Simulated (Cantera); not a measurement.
A closed system holds: 1 mol FeS, 3.4 mol SO₃, 0.16 mol H₂O, at 1452 °C and 0.840 bar.

Equilibrium computed with Cantera from the NASA thermochemical tables; the gas is ideal and each condensed phase is pure. Candidate condensed phases: Fe, FeO, Fe(OH)₂, Fe(OH)₃, FeS, FeSO₄, FeS₂, Fe₂O₃, Fe₂(SO₄)₃, Fe₃O₄, H₂O, H₂SO₄, S; 22 gas species. Rates play no part.

Base state: SO₂ 0.957, H₂O 0.0348, O₂ 0.00679, SO₃ 0.001000, OH 0.000112, SO 0.000105, H₂ 1.20e-5 (mole fractions); condensed: Fe₃O₄(s).

Problem. What changes in the equilibrium state with this change: SO₃ from 3.4 to 3.5 mol?

Solution. 
```
species          before    after
-------------  --------  -------
SO₂               0.957    0.948
H₂O              0.0348   0.0337
O₂              0.00679   0.0168
H₂              1.20e-5  7.37e-6
SO             0.000105  6.58e-5
Fe₃O₄(s), mol     0.333    0.333
```
